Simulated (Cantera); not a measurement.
Mixture: CH₄ : CO : O₂ : N₂ = 1 : 0.035 : 2.46 : 9.25 (molar parts), at 1200 Torr, adiabatic and at constant pressure. Ignition delay is the time to a rise of 400 K.

Detailed kinetics in Cantera: GRI-Mech 3.0 (53 species, 325 reactions).

Problem. What does this change do: pressure from 1200 Torr to 330 Torr?

Solution. 
```csv
quantity,before,after
delay at 1323 K,5.52 ms,14.7 ms
delay at 1473 K,1.00 ms,2.68 ms
delay at 1623 K,0.252 ms,0.743 ms
delay at 1773 K,85.3 µs,0.274 ms
delay at 1923 K,36.0 µs,0.121 ms
apparent activation energy between 1848 and 1998 K,160 kJ/mol,150 kJ/mol
```
